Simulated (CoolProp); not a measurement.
R245fa along the isotherm 166.85 °C: density (kg/m³) from the reference equation and from simpler models built on Tc = 153.9 °C, pc = 3.651 MPa, ω = 0.378; each cubic takes its own stable root.

Computed with CoolProp (reference Helmholtz-energy equation of state, Akasaka 2015).

```
p (MPa)          phase  reference
-------  -------------  ---------
0.0577             gas      2.124
0.0933             gas      3.445
0.151              gas      5.602
0.243              gas      9.086
0.393              gas      14.89
0.635              gas      24.59
1.03               gas      41.45
1.66               gas      71.68
2.68               gas      134.6
4.33     supercritical      407.7
6.99     supercritical      836.8
11.3     supercritical      943.2
18.3     supercritical       1026
```

Problem. How far does each simpler model (van der Waals, Redlich-Kwong, Soave-Redlich-Kwong, Peng-Robinson) lie from the reference over these 13 states: mean and median of the absolute difference, and the worst?

Solution. 
- van der Waals: mean 7.4 %, median 0.7 %, worst -27.4 % at 166.85 °C and 6.99 MPa
- Redlich-Kwong: mean 3.4 %, median 0.4 %, worst -14.1 % at 166.85 °C and 6.99 MPa
- Soave-Redlich-Kwong: mean 3.6 %, median 0.2 %, worst -16.6 % at 166.85 °C and 6.99 MPa
- Peng-Robinson: mean 1.8 %, median 1.3 %, worst -8.2 % at 166.85 °C and 6.99 MPa
